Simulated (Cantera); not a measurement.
## Adiabatic ignition

An adiabatic, constant-pressure homogeneous reactor starts with 2.52 % CH₄, 0.983 % CO, 10.8 % O₂, 85.7 % N₂, at 1625 K and 2600000 Pa.

Detailed kinetics in Cantera: GRI-Mech 3.0 (53 species, 325 reactions). The pressure lies above the range GRI-Mech 3.0 was tuned for (to about 10 atm).

| t (s) | T (K) | x CH₄ | x CO | x O₂ | x CH₂O | x H | x CO₂ | x HCO |
|---|---|---|---|---|---|---|---|---|
| 1.00e-6 | 1625 | 0.0252 | 0.00983 | 0.108 | 2.86e-7 | 2.58e-8 | 3.44e-7 | 1.36e-11 |
| 2.82e-6 | 1625 | 0.0252 | 0.00982 | 0.108 | 2.97e-6 | 4.70e-8 | 1.53e-6 | 1.09e-10 |
| 7.95e-6 | 1625 | 0.0251 | 0.00982 | 0.108 | 3.60e-5 | 1.66e-7 | 8.22e-6 | 2.14e-9 |
| 2.24e-5 | 1631 | 0.0239 | 0.00991 | 0.108 | 0.000408 | 1.35e-6 | 7.91e-5 | 7.29e-8 |
| 6.31e-5 | 2223 | <1e-12 | 0.00126 | 0.0534 | 1.51e-12 | 2.82e-5 | 0.0339 | 1.81e-10 |
| 0.000178 | 2234 | <1e-12 | 0.000227 | 0.0530 | <1e-12 | 1.04e-5 | 0.0349 | 1.35e-11 |
| 0.000502 | 2234 | <1e-12 | 0.000227 | 0.0530 | <1e-12 | 1.04e-5 | 0.0349 | 1.35e-11 |
| 0.00141 | 2233 | <1e-12 | 0.000226 | 0.0529 | <1e-12 | 1.04e-5 | 0.0349 | 1.35e-11 |
| 0.00399 | 2232 | <1e-12 | 0.000225 | 0.0526 | <1e-12 | 1.03e-5 | 0.0350 | 1.33e-11 |
| 0.0112 | 2230 | <1e-12 | 0.000222 | 0.0521 | <1e-12 | 1.01e-5 | 0.0350 | 1.30e-11 |
| 0.0317 | 2224 | <1e-12 | 0.000217 | 0.0509 | <1e-12 | 9.71e-6 | 0.0350 | 1.23e-11 |
| 0.0893 | 2220 | <1e-12 | 0.000213 | 0.0499 | <1e-12 | 9.36e-6 | 0.0350 | 1.17e-11 |
| 0.252 | 2219 | <1e-12 | 0.000212 | 0.0497 | <1e-12 | 9.30e-6 | 0.0350 | 1.16e-11 |
| 0.710 | 2219 | <1e-12 | 0.000212 | 0.0497 | <1e-12 | 9.30e-6 | 0.0350 | 1.16e-11 |
| 2.00 | 2219 | <1e-12 | 0.000212 | 0.0497 | <1e-12 | 9.30e-6 | 0.0350 | 1.16e-11 |
x: mole fraction; the columns are a selection and need not sum to one.

- time of steepest temperature rise = 44.0 µs
- temperature at 2.00 s = 2219 K
- equilibrium temperature = 2219 K
- x(CH₄) at 2.00 s = <1e-12 (gas-phase equilibrium <1e-12)
- x(CO) at 2.00 s = 0.000212 (gas-phase equilibrium 0.000212)
- x(O₂) at 2.00 s = 0.0497 (gas-phase equilibrium 0.0497)
